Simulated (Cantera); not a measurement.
An adiabatic, constant-volume homogeneous reactor starts with CH₄ : CO : O₂ : N₂ = 1 : 0.072 : 1.36 : 5.1 (molar parts), equivalence ratio 1.5, at 1648 K and 870000 Pa.

Computed with Cantera and GRI-Mech 3.0 (53 species, 325 reactions). Above 3000 K some thermodynamic fits are extrapolated.

Q: Predict: time of steepest temperature rise; temperature at 1.00 s; equilibrium temperature; x(CO) at 1.00 s; x(O₂) at 1.00 s; x(HO₂) at 1.00 s; x(OH) at 1.00 s.

A: 
```json
{
  "time_of_steepest_temperature_rise": "61.2 µs",
  "temperature at 1.00 s": "3152 K",
  "equilibrium_temperature": "3152 K",
  "x(CO) at 1.00 s": "0.0997 (gas-phase equilibrium 0.0997)",
  "x(O₂) at 1.00 s": "0.00146 (gas-phase equilibrium 0.00146)",
  "x(HO₂) at 1.00 s": "3.42e-6 (gas-phase equilibrium 3.42e-6)",
  "x(OH) at 1.00 s": "0.0126 (gas-phase equilibrium 0.0126)"
}
```
